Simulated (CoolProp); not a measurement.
A simple Rankine cycle with trans-2-butene: condensing at 331.15 K, boiler at 1.51 MPa, turbine inlet 378.4 K, turbine efficiency 0.75, pump efficiency 0.6, no recuperator. Each further row changes one setting.

Model: reference Helmholtz-energy equation of state, Lemmon 2005, in CoolProp. It is a short technical equation, of lower accuracy than the large ones.

```csv
case,thermal efficiency (%),net work (kJ/kg),heat in (kJ/kg),turbine exit temperature (K),volume ratio over the turbine
as stated,7.0,27.9,400,346.2,2.74
turbine inlet 398.4 K,7.0,31.2,446,368.4,2.66
condensing temperature 323.15 K,8.2,34.5,420,340.3,3.38
boiler pressure 1.06 MPa,4.6,19.3,419,360.4,1.82
turbine efficiency 0.65,6.0,23.8,400,348.3,2.76
```
